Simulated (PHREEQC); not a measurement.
Na2SO4 is added in steps, without added water, to 1 kg of water holding 0.0014 mol/kgw HF, 0.023 mol/kgw NH4F and 6.6e-05 mol/kgw HCl, at 25 °C. Oxygen alone is held at its pressure in air (log pO2 = -0.68). The system is closed to CO2. Only these solids could form: Halite.

Base run: PHREEQC, ion-association model, phreeqc.dat. Each further column changes one thing. The table gives pH.

| Na2SO4 added (mol) | base | HF from 0.0014 to 0.0021 mol/kgw | HF from 0.0014 to 0.0028 mol/kgw | diluted 100-fold with water | no solid may form |
|---|---|---|---|---|---|
| 0 | 4.35 | 4.18 | 4.06 | ___ | 4.35 |
| 0.006083 | 4.34 | 4.17 | 4.05 | ___ | 4.34 |
| 0.01521 | 4.32 | 4.15 | 4.03 | ___ | 4.32 |
| 0.02129 | 4.31 | 4.14 | 4.02 | ___ | 4.31 |
| 0.03042 | 4.30 | 4.13 | 4.01 | 5.28 | 4.30 |
| 0.0365 | 4.30 | 4.13 | 4.01 | ___ | 4.30 |
| 0.04258 | 4.29 | 4.12 | 4.00 | 5.33 | 4.29 |
| 0.05171 | 4.29 | 4.12 | 4.00 | 5.36 | 4.29 |
| 0.05779 | 4.28 | 4.11 | 3.99 | 5.38 | 4.28 |
| 0.06692 | 4.28 | 4.11 | 3.99 | 5.40 | 4.28 |
| 0.073 | 4.27 | 4.11 | 3.98 | ___ | 4.27 |

Task: Some entries are withheld; supply them.

Result: 
- 0, diluted 100-fold with water: 4.97
- 0.006083, diluted 100-fold with water: 5.09
- 0.01521, diluted 100-fold with water: 5.19
- 0.02129, diluted 100-fold with water: 5.23
- 0.0365, diluted 100-fold with water: 5.31
- 0.073, diluted 100-fold with water: 5.42
